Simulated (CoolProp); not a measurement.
R114 along the isobar 12.1 MPa: density (kg/m³) from the reference equation and from simpler models built on Tc = 147.5 °C, pc = 3.352 MPa, ω = 0.252; each cubic takes its own stable root.

The numbers come from the reference Helmholtz-energy equation of state, Platzer 1990 in CoolProp. This equation is an older, rougher fit; its heat capacities, sound speeds and derivatives of the liquid may be far off and weren't checked against measurements.

```
T (°C)          phase  reference  van der Waals  Redlich-Kwong  Soave-Redlich-Kwong  Peng-Robinson
------  -------------  ---------  -------------  -------------  -------------------  -------------
49.45          liquid       1437          991.6           1373                 1408           1584
65.55          liquid       1393          971.4           1330                 1363           1533
81.75          liquid       1346          950.5           1285                 1315           1478
97.85          liquid       1299          929.0           1239                 1264           1418
113.95         liquid       1248          907.0           1190                 1209           1355
130.05         liquid       1195          884.2           1140                 1151           1286
146.25         liquid       1139          860.6           1088                 1089           1213
162.35  supercritical       1080          836.3           1035                 1024           1136
178.45  supercritical       1017          811.4          980.1                957.0           1056
194.55  supercritical      950.2          785.7          924.8                888.5          974.3
210.75  supercritical      881.4          759.1          869.1                820.3          893.8
226.85  supercritical      813.4          732.2          814.7                755.5          818.2
```
